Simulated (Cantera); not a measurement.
**Ignition delay**

Mixture: 7.69 % CH₄, 0.469 % C₂H₆, 0.115 % C₃H₈, 13.3 % O₂, 78.4 % N₂, equivalence ratio 1.3, at 4200 Torr, adiabatic and at constant volume. Ignition delay is the time to a rise of 400 K.

Cantera simulation using GRI-Mech 3.0 (53 species, 325 reactions); the numbers are that mechanism's predictions, not measurements.

| T0 (K) | delay (ms) |
|---|---|
| 1025 | 30.5 |
| 1075 | 15.5 |
| 1125 | 8.42 |
| 1175 | 4.72 |
| 1225 | 2.68 |
| 1275 | 1.52 |
| 1325 | 0.874 |
| 1375 | 0.507 |
| 1425 | 0.300 |

- apparent activation energy between 1325 and 1425 K: 170 kJ/mol
